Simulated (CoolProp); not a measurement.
Vapour-liquid equilibrium of diethyl ether (1) + methanol (2) at 402 K; x and y are mole fractions of (1).

Computed with CoolProp (multi-fluid Helmholtz-energy mixture model, Thol 2014 and de Reuck 1993; pair parameters Bell 2016).

```tsv
x	bubble pressure, mixture model (kPa)	bubble pressure, Raoult's law (kPa)	y, mixture model	y, Raoult's law
0.05	895.0	835.8	?	0.072
0.2	?	893.8	?	0.269
0.35	1180	951.9	0.471	0.442
0.5	?	1010	?	0.596
0.65	1279	1068	?	0.732
0.8	1278	1126	0.785	0.855
0.95	1232	1184	0.936	0.966
```

Task: What belongs in the gaps?

Result: 
- 0.05, y, mixture model: 0.118
- 0.2, bubble pressure, mixture model (kPa): 1071
- 0.2, y, mixture model: 0.340
- 0.5, bubble pressure, mixture model (kPa): 1246
- 0.5, y, mixture model: 0.573
- 0.65, y, mixture model: 0.671

The largest gap from Raoult's law is +24.0 % in bubble pressure, at x = 0.35. y crosses x between x = 0.65 and 0.8: the model has an azeotrope there.

The pair parameters rest on a limited set of measurements; away from them the model extrapolates.
